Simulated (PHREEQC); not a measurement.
A PHREEQC input (ion-association model, phreeqc.dat):

```
SOLUTION 1
  temp 298.15
  units mg/L
  pH 6.64
  pe 9.8
  Na 1.94
  K 0.926
  Ca 3.14
  Mg 0.258
  Cl 3.64
  S(6) 1.29 as SO4
  Alkalinity 9.37 as HCO3
  Pb 0.0158
END
USE solution 1
EQUILIBRIUM_PHASES 1
  CO2(g) -3.4 10
END
```

It stops with these messages:

```
WARNING: Maximum iterations exceeded, 100
WARNING: Maximum iterations exceeded, 100
WARNING: The program has failed to converge to a numerical solution.
ERROR:           Alkalinity has not converged. Total: 1.535616e-04	Calculated: -1.019917e-06	Residual: 1.545816e-04
ERROR: Is non-carbonate alkalinity greater than total alkalinity?
ERROR:                   Ca has not converged. Total: 7.834493e-05	Calculated: 8.223133e-07	Residual: 7.752261e-05
ERROR:                   Cl has not converged. Total: 1.026733e-04	Calculated: 1.051744e-04	Residual: -2.501110e-06
ERROR:                    K has not converged. Total: 2.368214e-05	Calculated: 2.426992e-05	Residual: -5.877764e-07
ERROR:                   Mg has not converged. Total: 1.061226e-05	Calculated: 1.275916e-06	Residual: 9.336346e-06
ERROR:                   Na has not converged. Total: 8.438699e-05	Calculated: 2.607964e-05	Residual: 5.830734e-05
ERROR:                   Pb has not converged. Total: 7.626008e-08	Calculated: 6.528690e-08	Residual: 1.097318e-08
ERROR:                 S(6) has not converged. Total: 1.342882e-05	Calculated: 1.083995e-05	Residual: 2.588871e-06
ERROR:               A(H2O) Activity of water has not converged. 	Residual: 1.600000e+01
ERROR: Model failed to converge for initial solution  1.
```

Why does the run stop?

The fault: the temperature typed in kelvin. The line should read `temp 25` where the input has `temp 298.15`. With the mend the run ends at pH 7.39 and ionic strength 0.000386 mol/kgw.
